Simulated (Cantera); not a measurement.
Input: 1 mol borazine, 7.5 mol H₂O, 150 mol N₂, at 62000 Pa.

Equilibrium computed with Cantera from the NASA thermochemical tables; the gas is ideal and each condensed phase is pure. Candidate condensed phases: B, BN, B₂O₃, B₃O₃H₃, H₂O; 39 gas species. The feed counts by its element totals alone. The numbers say what is thermodynamically allowed, not how fast it happens. All values below are at 1627 °C.

Base state: N₂ 0.926, H₂ 0.0455, HBO₂ 0.0147, H₂O 0.0111, B₂O₃ 0.00171, HBO 0.000231, H 0.000215, BO 1.75e-5 (mole fractions); condensed: gas only.

Q: What changes in the equilibrium state with this change: borazine replaced by B₂H₆?

A: 
| species | before | after |
|---|---|---|
| N₂ | 0.926 | 0.929 |
| H₂ | 0.0455 | 0.0370 |
| H₂O | 0.0111 | 0.0222 |
| HBO₂ | 0.0147 | 0.0113 |
| B₂O₃ | 0.00171 | 0.000506 |
| HBO | 0.000231 | 7.23e-5 |
| BO | 1.75e-5 | 6.07e-6 |
| H | 0.000215 | 0.000194 |
